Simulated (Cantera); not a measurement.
Input (Python, Cantera) and output of one run.

```python
import numpy as np
import cantera as ct

gas_names = """
    H HO2 H2 H2O H2O2 Li LiH LiO LiOH Li2 Li2O Li2O2 Li2O2H2 O OH O2 O3
""".split()
cond_names = """
    H2O(s) H2O(L) Li(cr) Li(L) LiH(s) LiH(L) LiOH(s) LiOH(L) Li2O(s) Li2O(L)
""".split()


# ... load() reads the species with a 1 bar reference pressure and builds the phases ...
atoms = {
    'LiOH': {'Li': 1, 'O': 1, 'H': 1},
    'H2O': {'H': 2, 'O': 1},
    'O2': {'O': 2},
}
top_T = {}  # K; cautious upper limits of use, not melting points


# ... equilibrate(T, P, feed) seeds the gas with the atoms and calls Mixture.equilibrate('TP', solver="vcs", rtol=1e-11, max_steps=5000) ...
results = []
feed = {'LiOH': 1, 'H2O': 0.77, 'O2': 0.57}  # mol
T = 1248  # K
for P in [10, 68, 460, 3200, 22000, 150000, 1000000]:
    mix = equilibrate(T, P, feed)
    results.append((T, P, feed, dict(zip(mix.species_names, mix.species_moles))))

top = {s: max(r[3][s] / sum(r[3][g] for g in gas_names) for r in results) for s in gas_names}
cols = sorted((s for s in top if top[s] > 0.001), key=lambda s: -top[s])[:5]
seen = [c for c in cond_names if any(r[3].get(c, 0) > 1e-12 for r in results)]
print("log10 of partial pressures in bar; condensed amounts in mol")
print(f"{'P/Pa':>10s}" + "".join(f"{s[:9]:>10s}" for s in cols + seen))
for T, P, feed, n in results:
    ng = sum(n[g] for g in gas_names)
    print(f"{P:10.4g}" + "".join(f"{np.log10(max(n[s] / ng * P / 1e5, 1e-99)):10.3f}" for s in cols)
          + "".join(f"{n.get(c, 0):10.4g}" for c in seen))
```

Result:

```
log10 of partial pressures in bar; condensed amounts in mol
      P/Pa       H2O        O2      LiOH   LiOH(L)   Li2O(s)
        10    -4.236    -4.538    -4.887         0     0.372
        68    -3.358    -3.688    -4.447         0    0.4501
       460    -2.509    -2.851    -4.023         0    0.4806
      3200    -1.660    -2.006    -3.598         0    0.4925
   2.2e+04    -0.820    -1.167    -3.179         0     0.497
   1.5e+05    -0.065    -0.196    -2.843    0.9985         0
     1e+06     0.759     0.629    -2.843    0.9998         0
```

Equilibrium computed with Cantera from the NASA thermochemical tables; the gas is ideal and each condensed phase is pure.
